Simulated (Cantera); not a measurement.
# Adiabatic ignition

An adiabatic, constant-volume homogeneous reactor starts with CH3OH : O2 : N2 : H2O = 1 : 0.28 : 2.56 : 0.29 (molar parts), equivalence ratio 5.4, at 1725 K and 80000 Pa.

Model: GRI-Mech 3.0 (53 species, 325 reactions), integrated in Cantera. GRI-Mech 3.0 was tuned for natural gas; its chemistry of methanol as a main component is partial and can be far from experiment.

```
t (s)     T (K)  P (bar)   x CH3OH     x O2   x H2O     x CO2    x C2H6     x CH3      x O
--------  -----  -------  --------  -------  ------  --------  --------  --------  -------
3.00e-6    1723    0.800     0.240   0.0668  0.0708   4.68e-5   3.30e-7  0.000209  3.96e-7
1.15e-5    1728    0.814     0.220   0.0602  0.0766  0.000188   1.99e-6  0.000143  9.88e-7
4.42e-5    2008     1.32   1.20e-6  0.00351   0.137   0.00495   3.21e-6  0.000974  2.97e-5
0.000170   2096     1.37   1.83e-7  9.37e-7   0.135    0.0130   1.64e-7  0.000194  5.48e-7
0.000651   2100     1.38   9.73e-8  6.20e-8   0.132    0.0156   5.74e-8  0.000109  2.83e-7
0.00250    2096     1.38   4.64e-8  5.86e-8   0.131    0.0158   1.36e-8   5.23e-5  2.72e-7
0.00960    2094     1.38   7.10e-9  5.64e-8   0.130    0.0157  3.34e-10   8.06e-6  2.66e-7
0.0368     2093     1.38  2.92e-12  5.77e-8   0.129    0.0157    <1e-12   2.51e-9  2.72e-7
0.141      2093     1.38    <1e-12  5.77e-8   0.129    0.0157    <1e-12  9.24e-11  2.72e-7
0.543      2093     1.38    <1e-12  5.77e-8   0.129    0.0157    <1e-12  9.21e-11  2.72e-7
2.08       2093     1.38    <1e-12  5.77e-8   0.129    0.0157    <1e-12  9.20e-11  2.72e-7
8.00       2093     1.38    <1e-12  5.77e-8   0.129    0.0157    <1e-12  9.20e-11  2.72e-7
```
x: mole fraction; the columns are a selection and need not sum to one.

The time of steepest temperature rise comes out as 26.0 µs and the temperature at 8.00 s comes out as 2093 K. The equilibrium temperature is 2093 K and the x(CH3OH) at 8.00 s comes out as <1e-12 (gas-phase equilibrium <1e-12). The x(O2) at 8.00 s is 5.77e-8 (gas-phase equilibrium 5.77e-8) and the x(H2O) at 8.00 s comes out as 0.129 (gas-phase equilibrium 0.129).
